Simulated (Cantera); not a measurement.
Feed: 1 mol Fe₂O₃, 3.9 mol CH₄, 8.8 mol N₂, held at 2248.15 K and 1 atm.

Cantera equilibrium calculation (NASA polynomials, part measured and part estimated; ideal gas, pure solids and liquids). Candidate condensed phases: C, C₆H₆, C₇H₈, C₈H₁₈, Fe, Fe(CO)₅, FeO, Fe(OH)₂, Fe(OH)₃, Fe₂O₃, Fe₃O₄, H₂O; 140 gas species. Iron dissolves carbon and melts from about 1420 K in contact with it, which pure phases cannot show. Condensed phases not in the tables: cementite and carbon dissolved in iron. Rates play no part.

Base state: N₂ 0.438, H₂ 0.384, CO 0.152, HCN 0.0144, H 0.00453, Fe 0.00422, C₂H₂ (acetylene) 0.00127, HNC 0.00122 (mole fractions); condensed: C(graphite) + Fe(l).

Question: What changes in the equilibrium state with this change: temperature from 2248.15 K to 975 K?

Answer: 
| species | before | after |
|---|---|---|
| N₂ | 0.438 | 0.473 |
| H₂ | 0.384 | 0.361 |
| CO | 0.152 | 0.112 |
| H₂O | 2.89e-6 | 0.0247 |
| CO₂ | 2.11e-7 | 0.0122 |
| HCN | 0.0144 | 1.42e-6 |
| CH₄ | 3.55e-5 | 0.0166 |
| Fe | 0.00422 | <1e-9 |
| H | 0.00453 | <1e-9 |
| C₂H₂ (acetylene) | 0.00127 | <1e-9 |
| HNC | 0.00122 | 1.74e-9 |
| NH₃ | 2.22e-6 | 0.000104 |
| C(graphite), mol | 0.540 | 1.28 |
| Fe(l), mol | 1.92 | 0 |
| Fe(α), mol | 0 | 2.00 |

Question: What changes in the equilibrium state with this change: pressure from 1 atm to 68.0 Pa?

Answer: 
```csv
species,before,after
N₂,0.438,0.372
H₂,0.384,0.257
H,0.00453,0.143
Fe,0.00422,0.0860
HCN,0.0144,0.0109
CO,0.152,0.129
CH₄,3.55e-5,1.07e-8
CN,6.60e-6,0.000235
C₂H,5.92e-7,1.87e-5
C₂H₂ (acetylene),0.00127,0.000852
"C(graphite), mol",0.540,0.579
"Fe(l), mol",1.92,0
```
